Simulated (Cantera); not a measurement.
**Premixed flame**

A freely propagating, adiabatic, planar premixed flame of 14.1 % H2, 11.9 % O2, 58.5 % N2, 15.5 % H2O, equivalence ratio 0.59, unburnt at 300 K and 82.5 Torr; mixture-averaged transport, grid criteria slope 0.08 and curve 0.16, no radiation.

Model: the H2/O2 subset of GRI-Mech 3.0, which has no nitrogen chemistry, integrated in Cantera. Burning velocities carry a grid error of a few per cent, more on coarse grids. Lean hydrogen flames are cellular in practice and burn faster than this planar one.

```csv
z (mm),T (K),u (m/s),x H2,x O2,x H2O,x OH,x H2O2,x O
-22.5,300,0.227,0.139,0.120,0.155,<1e-8,<1e-8,<1e-8
-15.0,301,0.226,0.135,0.120,0.156,<1e-8,9.00e-8,<1e-8
-11.2,304,0.227,0.128,0.121,0.158,<1e-8,6.87e-7,<1e-8
-7.50,320,0.235,0.112,0.123,0.163,<1e-8,5.00e-6,<1e-8
-3.75,479,0.342,0.0736,0.118,0.189,1.22e-5,3.62e-5,2.18e-6
-1.87,715,0.505,0.0487,0.104,0.223,0.000128,1.36e-5,6.72e-5
0,947,0.667,0.0261,0.0851,0.260,0.000404,1.58e-6,0.000588
1.87,1100,0.774,0.0115,0.0694,0.286,0.00108,1.42e-6,0.00124
3.75,1185,0.833,0.00557,0.0622,0.298,0.00161,1.61e-6,0.00130
7.50,1260,0.886,0.00255,0.0584,0.306,0.00171,1.15e-6,0.000870
15.0,1305,0.916,0.00102,0.0570,0.310,0.00122,5.78e-7,0.000352
30.0,1322,0.927,0.000278,0.0566,0.312,0.000665,2.41e-7,9.50e-5
60.0,1326,0.930,6.31e-5,0.0566,0.312,0.000324,8.60e-8,2.19e-5
```
x: mole fraction of selected species; z is measured from the peak of heat release.

```json
{
  "laminar_burning_velocity": "22.7 cm/s",
  "thermal_thickness": "7.50 mm",
  "peak x(OH)": "0.00176",
  "peak x(H2O2)": "3.62e-5",
  "peak x(O)": "0.00133",
  "grid_points": "105"
}
```
